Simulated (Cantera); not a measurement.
A freely propagating, adiabatic, planar premixed flame of H2 : O2 : N2 = 1 : 0.25 : 0.94 (molar parts), equivalence ratio 2.0, unburnt at 500 K and 2.50 bar; mixture-averaged transport, grid criteria slope 0.08 and curve 0.16, no radiation.

Computed with Cantera and the H2/O2 subset of GRI-Mech 3.0, which has no nitrogen chemistry. The hydrogen kinetics of GRI-Mech 3.0 are dated; newer H2 mechanisms differ, most at raised pressure. Burning velocities carry a grid error of a few per cent, more on coarse grids.

x: mole fraction of selected species; z is measured from the peak of heat release.

| z (mm) | T (K) | u (m/s) | x H2 | x O2 | x H | x O | x OH | x H2O2 |
|---|---|---|---|---|---|---|---|---|
| -0.381 | 500 | 6.86 | 0.457 | 0.114 | <1e-8 | <1e-8 | <1e-8 | <1e-8 |
| -0.254 | 500 | 6.86 | 0.457 | 0.114 | <1e-8 | <1e-8 | <1e-8 | <1e-8 |
| -0.190 | 500 | 6.86 | 0.457 | 0.114 | <1e-8 | <1e-8 | <1e-8 | <1e-8 |
| -0.127 | 500 | 6.86 | 0.456 | 0.114 | <1e-8 | 1.28e-8 | <1e-8 | <1e-8 |
| -0.0634 | 543 | 7.36 | 0.449 | 0.115 | 0.000119 | 1.11e-5 | 7.83e-5 | 1.35e-5 |
| -0.0317 | 836 | 11.0 | 0.412 | 0.107 | 0.00599 | 0.000286 | 0.000897 | 4.32e-5 |
| 0 | 1249 | 16.0 | 0.333 | 0.0750 | 0.0313 | 0.00209 | 0.00192 | 8.10e-6 |
| 0.0317 | … | 19.5 | … | … | … | … | … | … |
| 0.0634 | 1676 | 21.2 | 0.227 | 0.00858 | 0.0667 | 0.00183 | 0.00419 | 1.08e-6 |
| 0.127 | 1797 | 22.5 | 0.221 | 0.00106 | 0.0604 | 0.000990 | 0.00439 | 5.86e-7 |
| 0.254 | 1908 | 23.7 | 0.229 | … | … | … | 0.00418 | … |
| 0.508 | 2010 | 24.8 | 0.237 | 0.000166 | 0.0329 | 0.000357 | 0.00351 | 1.67e-7 |
| 1.02 | 2091 | 25.7 | 0.244 | 7.60e-5 | 0.0216 | 0.000165 | 0.00261 | 8.15e-8 |

Problem. What belongs in the gaps?

Solution. 
- 0.0317, T (K): 1535
- 0.0317, x H2: 0.258
- 0.0317, x O2: 0.0300
- 0.0317, x H: 0.0583
- 0.0317, x O: 0.00291
- 0.0317, x OH: 0.00365
- 0.0317, x H2O2: 2.04e-6
- 0.254, x O2: 0.000317
- 0.254, x H: 0.0467
- 0.254, x O: 0.000641
- 0.254, x H2O2: 3.24e-7
